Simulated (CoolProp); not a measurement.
A simple Rankine cycle with cis-2-butene: condensing at 303.15 K, boiler at 2.84 MPa, turbine inlet 416.3 K, turbine efficiency 0.75, pump efficiency 0.6, no recuperator. Each further row changes one setting.

Values from CoolProp's reference Helmholtz-energy equation of state, Lemmon 2005. It is a short technical equation, of lower accuracy than the large ones.

```tsv
case	thermal efficiency (%)	net work (kJ/kg)	heat in (kJ/kg)	turbine exit temperature (K)	volume ratio over the turbine
as stated	14.4	71.9	499	328.0	13.6
turbine inlet 436.3 K	14.8	81.9	555	355.4	12.5
condensing temperature 295.15 K	15.5	80.1	517	321.5	17.4
boiler pressure 1.99 MPa	13.2	71.0	536	350.7	8.31
turbine efficiency 0.65	12.3	61.4	499	334.4	14.0
```
